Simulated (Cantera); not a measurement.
A closed system holds: 1 mol S, 2.8 mol O2, held at 2898.15 K and 69.0 Pa.

Method: chemical equilibrium by Gibbs-energy minimisation in Cantera with the NASA 1993 tables (ideal gas, pure condensed phases). Rates play no part.

```csv
species,before,after
O2,0.0642,0.643
SO2,0.0115,0.357
SO3,7.73e-8,0.000420
O,0.761,4.24e-5
S,0.0932,<1e-9
SO,0.0704,1.66e-6
S2,0.000174,<1e-9
```
Gas species are given as mole fractions.

Which change was made?
A) O2 from 2.8 to 0.6 mol
B) temperature from 2898.15 K to 1425 K
C) O2 from 2.8 to 0.12 mol
D) pressure from 69.0 Pa to 1000 Pa

B, temperature from 2898.15 K to 1425 K
